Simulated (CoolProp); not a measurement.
Values from CoolProp's reference Helmholtz-energy equation of state, Thol 2012.

Question: For benzene, give the phase and the cv (kJ/(kg K)), speed of sound (m/s), Joule-Thomson coefficient (K/MPa), isothermal compressibility (1/MPa) at 620 K and 3.5 MPa; 620 K and 35 MPa; 620 K and 45.6 MPa.

Answer: 
- 620 K and 3.5 MPa: gas; cv 2.04, speed of sound 218, Joule-Thomson coefficient 6.97, isothermal compressibility 0.365
- 620 K and 35 MPa: supercritical; cv 2.07, speed of sound 602, Joule-Thomson coefficient -0.00964, isothermal compressibility 0.00560
- 620 K and 45.6 MPa: supercritical; cv 2.07, speed of sound 693, Joule-Thomson coefficient -0.121, isothermal compressibility 0.00396
